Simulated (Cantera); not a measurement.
# Carbon deposition, reforming and gasification: CO + O2 + N2

Input: 1 mol CO, 1.2 mol O2, 24 mol N2, at 577 °C and 1.00 bar.

Method: chemical equilibrium by Gibbs-energy minimisation in Cantera with the NASA 1993 tables (ideal gas, pure condensed phases). Candidate condensed phases: C; 24 gas species. Equilibrium is a limit: real reactors are often held back by kinetics, nucleation or transport.

x(N2): 0.934
x(CO2): 0.0389
x(O2): 0.0272
x(NO): 1.76e-6
gas amount: 25.70 mol
log10 activity of C(graphite) (absent): -24.16
